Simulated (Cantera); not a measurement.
**Premixed flame**

A freely propagating, adiabatic, planar premixed flame of H₂ : O₂ : N₂ = 1 : 0.263 : 0.989 (molar parts), equivalence ratio 1.9, unburnt at 325 K and 248 Torr; multicomponent+Soret transport, grid criteria slope 0.08 and curve 0.16, no radiation.

Model: the H2/O2 subset of GRI-Mech 3.0, which has no nitrogen chemistry, integrated in Cantera. Burning velocities carry a grid error of a few per cent, more on coarse grids.

| z (mm) | T (K) | u (m/s) | x H₂ | x O₂ | x H₂O₂ | x OH | x O | x H |
|---|---|---|---|---|---|---|---|---|
| -4.37 | 325 | 2.91 | 0.444 | 0.117 | <1e-8 | <1e-8 | <1e-8 | <1e-8 |
| -2.91 | 325 | 2.91 | 0.444 | 0.117 | <1e-8 | <1e-8 | <1e-8 | <1e-8 |
| -2.19 | 325 | 2.91 | 0.444 | 0.117 | <1e-8 | <1e-8 | <1e-8 | <1e-8 |
| -1.46 | 325 | 2.91 | 0.444 | 0.117 | <1e-8 | <1e-8 | <1e-8 | <1e-8 |
| -0.729 | 341 | 2.98 | 0.429 | 0.120 | 8.62e-6 | 1.96e-5 | 1.74e-6 | 1.35e-5 |
| -0.364 | 637 | 5.38 | 0.386 | 0.114 | 4.66e-5 | 0.000754 | 0.000174 | 0.00720 |
| 0 | 1059 | 8.80 | 0.296 | 0.0751 | 9.59e-7 | 0.00136 | 0.00260 | 0.0473 |
| 0.364 | 1326 | 11.0 | 0.204 | 0.0196 | 4.73e-7 | 0.00289 | 0.00346 | 0.0869 |
| 0.729 | 1438 | 11.9 | 0.183 | 0.00346 | 3.13e-7 | 0.00314 | 0.00186 | 0.0925 |
| 1.46 | 1543 | 12.7 | 0.186 | 0.000886 | 2.47e-7 | 0.00359 | 0.00136 | 0.0823 |
| 2.91 | 1657 | 13.5 | 0.196 | 0.000631 | 1.69e-7 | 0.00393 | 0.00110 | 0.0673 |
| 5.83 | 1771 | 14.4 | 0.206 | 0.000418 | 9.60e-8 | 0.00389 | 0.000764 | 0.0516 |
| 11.7 | 1875 | 15.1 | 0.214 | 0.000236 | 4.89e-8 | 0.00343 | 0.000449 | 0.0370 |
x: mole fraction of selected species; z is measured from the peak of heat release.

laminar burning velocity: 291 cm/s
thermal thickness: 1.46 mm
peak x(H₂O₂): 6.45e-5
peak x(OH): 0.00397
peak x(O): 0.00390
peak x(H): 0.0929
